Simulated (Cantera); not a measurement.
A perfectly stirred reactor is fed with CH4 : CO : O2 : N2 = 1 : 0.04 : 2.24 : 8.44 (molar parts), equivalence ratio 0.90, at 1.70 bar; it is adiabatic with a 625 K inlet, and is followed from long to short residence time, starting on the burning branch (τ in s: 0.41, 0.14, 0.045, 0.015, 0.0049, 0.0016, 0.00053, 0.00017, 5.8e-05).

Computed with Cantera and GRI-Mech 3.0 (53 species, 325 reactions).

Task: What does this change do: inlet temperature 625 to 575 K?

Result: 
```tsv
quantity	before	after
blow-out, bracketed by the residence times tried	burning at 58.0 µs, the shortest tried	burning at 58.0 µs, the shortest tried
x(CH4) at τ = 0.410 s	3.27e-7	3.78e-7
x(CO) at τ = 0.410 s	0.00643	0.00555
x(O2) at τ = 0.410 s	0.0194	0.0192
x(NO) at τ = 0.410 s	0.00428	0.00387
x(H2) at τ = 0.410 s	0.00227	0.00198
x(CH4) at τ = 4.90 ms	1.87e-5	2.04e-5
x(CO) at τ = 4.90 ms	0.0101	0.00949
x(O2) at τ = 4.90 ms	0.0232	0.0230
x(NO) at τ = 4.90 ms	0.000668	0.000539
x(H2) at τ = 4.90 ms	0.00361	0.00342
```

Task: What does this change do: pressure from 1.70 bar to 0.570 bar?

Result: 
```tsv
quantity	before	after
blow-out, bracketed by the residence times tried	burning at 58.0 µs, the shortest tried	burning at 0.170 ms, out at 58.0 µs
x(CH4) at τ = 0.410 s	3.27e-7	7.29e-7
x(CO) at τ = 0.410 s	0.00643	0.00888
x(O2) at τ = 0.410 s	0.0194	0.0210
x(NO) at τ = 0.410 s	0.00428	0.00368
x(H2) at τ = 0.410 s	0.00227	0.00326
x(CH4) at τ = 4.90 ms	1.87e-5	3.06e-5
x(CO) at τ = 4.90 ms	0.0101	0.0178
x(O2) at τ = 4.90 ms	0.0232	0.0279
x(NO) at τ = 4.90 ms	0.000668	0.000313
x(H2) at τ = 4.90 ms	0.00361	0.00731
```
